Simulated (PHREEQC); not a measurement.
Make-up at 25 °C: 0.00025 mol/kgw CO2. Closed to the air; pH follows from the charge balance.

The numbers come from PHREEQC with the ion-association model, phreeqc.dat.

Precipitation was switched off in this run.

Task: Predict the pH, ionic strength.

Result: pH 4.99; ionic strength 1.04e-5 mol/kgw.

Task: In which forms is C present?

Result: CO2 96 %, HCO3- 4.1 % of the C.

Species that the database lacks are ignored.
